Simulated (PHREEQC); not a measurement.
Consider water at 10 °C with 0.016 mol/kgw Al2(SO4)3, 0.00061 mol/kgw CaCl2 and 0.037 mol/kgw Na2SO4. Closed to the air; pH follows from the charge balance.

Equilibrium calculation in PHREEQC: ion-association model, phreeqc.dat.

| quantity | before | after |
|---|---|---|
| pH | 4.37 | 4.44 |
| ionic strength (mol/kgw) | 0.151 | 0.0360 |
| SO4-2 (mol/kgw) | 0.0426 | 0.0105 |
| AlSO4+ (mol/kgw) | 0.0206 | 0.00462 |
| Al(SO4)2- (mol/kgw) | 0.00854 | 0.000732 |
| SI of Gibbsite (Al(OH)3) | +0.75 | +0.79 |
| SI of Gypsum (CaSO4:2H2O) | -1.17 | -2.03 |

Q: What was changed between the two runs?
A) diluted 10-fold with water
B) diluted 2-fold with water
C) diluted 5-fold with water
D) temperature from 10 to 75 °C

A: C, diluted 5-fold with water

No solid was allowed to form. Some of these states are supersaturated (in Gibbsite (slow to form), for instance). Away from 25 °C the constants follow the database's enthalpies or fits; those with neither stay at their 25 °C values.
